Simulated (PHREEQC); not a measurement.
**Acid rinse or clean (model solution)**

A solution holds 0.0018 mol/kgw HNO3 and 0.0045 mol/kgw KCl, at 25 °C. Closed to the air; pH follows from the charge balance.

Computed with PHREEQC (ion-association model, wateq4f.dat).

Precipitation was switched off in this run.

### Question
What pH does the model give?

### Answer
pH 2.78.
